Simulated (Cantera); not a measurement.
## Hydrocarbon pyrolysis for carbon deposition

An isothermal, constant-pressure homogeneous reactor starts with 1.32 % C₃H₈, 98.7 % H₂, at 1048 K and 760 Torr.

Cantera simulation using GRI-Mech 3.0 (53 species, 325 reactions); the numbers are that mechanism's predictions, not measurements. GRI-Mech 3.0 was tuned for natural gas; its chemistry of propane as a main component is partial and can be far from experiment. GRI-Mech 3.0 stops at C3 and has no aromatics, soot or wall deposition, so with more carbon than oxygen in the feed, carbon stays in small species such as C2H2 where larger ones or solid carbon would form.

```json
[
 {"t (s)": "3.00e-6", "x C₃H₈": "0.0132", "x H₂": "0.987", "x C₂H₄": "1.29e-10", "x C₂H": "<1e-12", "x C₂H₂": "<1e-12", "x CH₃": "1.25e-9", "x C₂H₆": "1.03e-10"},
 {"t (s)": "1.03e-5", "x C₃H₈": "0.0132", "x H₂": "0.987", "x C₂H₄": "3.27e-9", "x C₂H": "<1e-12", "x C₂H₂": "<1e-12", "x CH₃": "4.17e-9", "x C₂H₆": "1.05e-9"},
 {"t (s)": "3.56e-5", "x C₃H₈": "0.0132", "x H₂": "0.987", "x C₂H₄": "5.61e-8", "x C₂H": "<1e-12", "x C₂H₂": "<1e-12", "x CH₃": "1.77e-8", "x C₂H₆": "7.97e-9"},
 {"t (s)": "0.000123", "x C₃H₈": "0.0132", "x H₂": "0.987", "x C₂H₄": "7.86e-7", "x C₂H": "<1e-12", "x C₂H₂": "<1e-12", "x CH₃": "7.13e-8", "x C₂H₆": "3.87e-8"},
 {"t (s)": "0.000423", "x C₃H₈": "0.0131", "x H₂": "0.987", "x C₂H₄": "9.84e-6", "x C₂H": "<1e-12", "x C₂H₂": "3.66e-12", "x CH₃": "2.54e-7", "x C₂H₆": "1.47e-7"},
 {"t (s)": "0.00146", "x C₃H₈": "0.0130", "x H₂": "0.987", "x C₂H₄": "0.000109", "x C₂H": "<1e-12", "x C₂H₂": "4.51e-10", "x CH₃": "7.56e-7", "x C₂H₆": "6.63e-7"},
 {"t (s)": "0.00503", "x C₃H₈": "0.0124", "x H₂": "0.986", "x C₂H₄": "0.000776", "x C₂H": "<1e-12", "x C₂H₂": "2.37e-8", "x CH₃": "1.11e-6", "x C₂H₆": "8.43e-6"},
 {"t (s)": "0.0173", "x C₃H₈": "0.0102", "x H₂": "0.984", "x C₂H₄": "0.00286", "x C₂H": "<1e-12", "x C₂H₂": "3.75e-7", "x CH₃": "8.80e-7", "x C₂H₆": "0.000106"},
 {"t (s)": "0.0597", "x C₃H₈": "0.00574", "x H₂": "0.980", "x C₂H₄": "0.00651", "x C₂H": "<1e-12", "x C₂H₂": "2.95e-6", "x CH₃": "4.37e-7", "x C₂H₆": "0.000794"},
 {"t (s)": "0.206", "x C₃H₈": "0.00159", "x H₂": "0.975", "x C₂H₄": "0.00841", "x C₂H": "<1e-12", "x C₂H₂": "1.12e-5", "x CH₃": "1.20e-7", "x C₂H₆": "0.00293"},
 {"t (s)": "0.709", "x C₃H₈": "0.000105", "x H₂": "0.974", "x C₂H₄": "0.00696", "x C₂H": "<1e-12", "x C₂H₂": "2.31e-5", "x CH₃": "5.11e-8", "x C₂H₆": "0.00571"},
 {"t (s)": "2.44", "x C₃H₈": "5.77e-7", "x H₂": "0.973", "x C₂H₄": "0.00559", "x C₂H": "<1e-12", "x C₂H₂": "3.05e-5", "x CH₃": "5.36e-8", "x C₂H₆": "0.00663"},
 {"t (s)": "8.42", "x C₃H₈": "5.69e-7", "x H₂": "0.971", "x C₂H₄": "0.00478", "x C₂H": "<1e-12", "x C₂H₂": "2.75e-5", "x CH₃": "6.35e-8", "x C₂H₆": "0.00569"},
 {"t (s)": "29.0", "x C₃H₈": "4.57e-7", "x H₂": "0.967", "x C₂H₄": "0.00296", "x C₂H": "<1e-12", "x C₂H₂": "1.71e-5", "x CH₃": "8.14e-8", "x C₂H₆": "0.00350"},
 {"t (s)": "100", "x C₃H₈": "1.43e-7", "x H₂": "0.963", "x C₂H₄": "0.000902", "x C₂H": "<1e-12", "x C₂H₂": "5.20e-6", "x CH₃": "7.76e-8", "x C₂H₆": "0.00106"}
]
```
x: mole fraction; the columns are a selection and need not sum to one.

Equilibrium at this temperature and pressure: C₃H₈ 1.62e-11, H₂ 0.961, C₂H₄ 3.61e-7, C₂H <1e-12, C₂H₂ 2.03e-9, CH₃ 5.54e-9, C₂H₆ 4.28e-7 (gas phase only).
